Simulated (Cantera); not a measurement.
A Cantera script and what it prints.

```python
import numpy as np
import cantera as ct

gas_names = [...]  # 123 gases of nasa_gas.yaml made of C, H, O, Si
cond_names = """
    C(gr) C6H6(L) C7H8(L) C8H18(L),n-octa H2O(s) H2O(L) Si(cr) Si(L) SiC(b) SiO2(Lqz) SiO2(hqz) SiO2(L)
""".split()


# ... load() reads the species with a 1 bar reference pressure and builds the phases ...
atoms = {
    'Si': {'Si': 1},
    'H2O': {'H': 2, 'O': 1},
    'CO': {'C': 1, 'O': 1},
}
top_T = {'C(gr)': 4500, 'SiC(b)': 3050}  # K; cautious upper limits of use, not melting points


# ... equilibrate(T, P, feed) seeds the gas with the atoms and calls Mixture.equilibrate('TP', solver="vcs", rtol=1e-11, max_steps=5000) ...
results = []
feed = {'Si': 1, 'H2O': 2.4, 'CO': 1.5}  # mol
T = 1098  # K
P = 1000  # Pa
mix = equilibrate(T, P, feed)
results.append((T, P, feed, dict(zip(mix.species_names, mix.species_moles))))
x = sorted(zip(gas.X, gas.species_names), reverse=True)
print(f"T = {T:g} K  P = {P:g} Pa  gas = {mix.phase_moles(0):.4g} mol")
print("   x: " + "  ".join(f"{s} {v:.3e}" for v, s in x if v > 0.0001))
print("   condensed (mol): " + ("  ".join(f"{mix.phase(i).name} {mix.phase_moles(i):.4g}"
      for i in range(1, mix.n_phases) if mix.phase_moles(i) > 1e-12) or "none"))
```

Output:

```
T = 1098 K  P = 1000 Pa  gas = 3.9 mol
   x: H2 5.521e-01  CO 3.453e-01  H2O 6.326e-02  CO2 3.930e-02
   condensed (mol): SiO2(hqz) 1
```

Equilibrium computed with Cantera from the NASA thermochemical tables; the gas is ideal and each condensed phase is pure.
